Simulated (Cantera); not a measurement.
A freely propagating, adiabatic, planar premixed flame of 43.1 % H₂, 12.0 % O₂, 44.9 % N₂, equivalence ratio 1.8, unburnt at 600 K and 750 Torr; mixture-averaged transport, grid criteria slope 0.08 and curve 0.16, no radiation.

Computed with Cantera and the H2/O2 subset of GRI-Mech 3.0, which has no nitrogen chemistry. Burning velocities carry a grid error of a few per cent, more on coarse grids.

x: mole fraction of selected species; z is measured from the peak of heat release.

```
z (mm)  T (K)  u (m/s)   x H₂      x O₂     x HO₂      x OH       x H   x H₂O₂
------  -----  -------  -----  --------  --------  --------  --------  -------
-1.35     600     9.15  0.431     0.120     <1e-8     <1e-8     <1e-8    <1e-8
-0.902    600     9.15  0.431     0.120     <1e-8     <1e-8     <1e-8    <1e-8
-0.676    600     9.15  0.431     0.120     <1e-8     <1e-8     <1e-8    <1e-8
-0.451    600     9.15  0.431     0.120   8.34e-7     <1e-8   9.55e-8    <1e-8
-0.225    621     9.43  0.428     0.120  0.000238   7.93e-5  0.000355  3.11e-6
-0.113    834     12.4  0.395     0.114  0.000160  0.000682   0.00987  8.51e-6
0         [?]     18.1    [?]       [?]       [?]       [?]       [?]      [?]
0.113    1535     22.0  0.188    0.0177   1.59e-5   0.00572    0.0939  1.32e-6
0.225    1657     23.5  0.169       [?]       [?]       [?]    0.0952      [?]
0.451    1779     25.1  0.173   0.00179   1.49e-6   0.00734    0.0825  5.27e-7
0.902    1909     26.6  0.182   0.00123   9.76e-7   0.00754    0.0658  2.92e-7
1.80     2035     28.1  0.191  0.000761   6.08e-7   0.00700    0.0493  1.55e-7
3.61     2147     29.4  0.198  0.000405   3.47e-7   0.00582    0.0347  8.21e-8
```

### Question
What belongs in the gaps?

### Answer

- 0, T (K): 1252
- 0, x H₂: 0.283
- 0, x O₂: 0.0721
- 0, x HO₂: 6.62e-5
- 0, x OH: 0.00288
- 0, x H: 0.0566
- 0, x H₂O₂: 2.32e-6
- 0.225, x O₂: 0.00437
- 0.225, x HO₂: 3.77e-6
- 0.225, x OH: 0.00663
- 0.225, x H₂O₂: 8.51e-7
